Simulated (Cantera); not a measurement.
Cantera run:

```python
import numpy as np
import cantera as ct

gas_names = [...]  # 95 gases of nasa_gas.yaml made of C, F, H
cond_names = """
    C(gr) C6H6(L) C7H8(L) C8H18(L),n-octa
""".split()


# ... load() reads the species with a 1 bar reference pressure and builds the phases ...
atoms = {
    'CH3F': {'C': 1, 'H': 3, 'F': 1},
    'F2': {'F': 2},
    'H2': {'H': 2},
}
top_T = {'C(gr)': 4500}  # K; cautious upper limits of use, not melting points


# ... equilibrate(T, P, feed) seeds the gas with the atoms and calls Mixture.equilibrate('TP', solver="vcs", rtol=1e-11, max_steps=5000) ...
results = []
feed = {'CH3F': 1, 'F2': 0.037, 'H2': 2.7}  # mol
T = 750  # K
P = 1.8  # Pa
mix = equilibrate(T, P, feed)
results.append((T, P, feed, dict(zip(mix.species_names, mix.species_moles))))
x = sorted(zip(gas.X, gas.species_names), reverse=True)
print(f"T = {T:g} K  P = {P:g} Pa  gas = {mix.phase_moles(0):.4g} mol")
print("   x: " + "  ".join(f"{s} {v:.3e}" for v, s in x if v > 0.0001))
print("   condensed (mol): " + ("  ".join(f"{mix.phase(i).name} {mix.phase_moles(i):.4g}"
      for i in range(1, mix.n_phases) if mix.phase_moles(i) > 1e-12) or "none"))
```

Result:

```
T = 750 K  P = 1.8 Pa  gas = 4.737 mol
   x: H2 7.732e-01  HF 2.267e-01
   condensed (mol): C(gr) 0.9998
```

Method: chemical equilibrium by Gibbs-energy minimisation in Cantera with the NASA 1993 tables (ideal gas, pure condensed phases).
